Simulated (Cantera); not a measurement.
Input (Python, Cantera) and output of one run.

```python
import numpy as np
import cantera as ct

gas_names = """
    H HO2 H2 H2O H2O2 O OH O2 O3 Zr ZrO ZrO2
""".split()
cond_names = """
    H2O(s) H2O(L) Zr(a) Zr(b) Zr(L) ZrO2(a) ZrO2(b) ZrO2(L)
""".split()


# ... load() reads the species with a 1 bar reference pressure and builds the phases ...
atoms = {
    'Zr': {'Zr': 1},
    'O2': {'O': 2},
    'H2': {'H': 2},
}
top_T = {}  # K; cautious upper limits of use, not melting points


# ... equilibrate(T, P, feed) seeds the gas with the atoms and calls Mixture.equilibrate('TP', solver="vcs", rtol=1e-11, max_steps=5000) ...
results = []
feed = {'Zr': 1, 'O2': 0.025, 'H2': 480}  # mol
T = 1250  # K
P = 260  # Pa
mix = equilibrate(T, P, feed)
results.append((T, P, feed, dict(zip(mix.species_names, mix.species_moles))))
print(gas.report(threshold=0.0001))
for i in range(1, mix.n_phases):
    print(f"{mix.phase(i).name:16s} {mix.phase_moles(i):12.5e} mol")
```

Result:

```
       temperature   1250 K
          pressure   260 Pa
           density   5.0433e-05 kg/m^3
  mean mol. weight   2.016 kg/kmol
   phase of matter   gas

                          1 kg             1 kmol
                     ---------------   ---------------
          enthalpy        1.4075e+07        2.8375e+07  J
   internal energy        8.9196e+06        1.7982e+07  J
           entropy        1.1041e+05        2.2258e+05  J/K
    Gibbs function       -1.2394e+08       -2.4985e+08  J
 heat capacity c_p             15531             31310  J/K
 heat capacity c_v             11407             22996  J/K

                      mass frac. Y      mole frac. X     chem. pot. / RT
                     ---------------   ---------------   ---------------
                H2                 1           0.99999            -24.04
     [  +11 minor]        4.7403e-06          9.48e-06

Zr(b)             9.75000e-01 mol
ZrO2(a)           2.50000e-02 mol
```

These are equilibrium values from Cantera (NASA tables, ideal gas, pure condensed phases), not measurements of a reactor. Mutual solubility and eutectic melting of coexisting phases are not modelled. Condensed phases not in the tables: N, O or C dissolved in the metal.
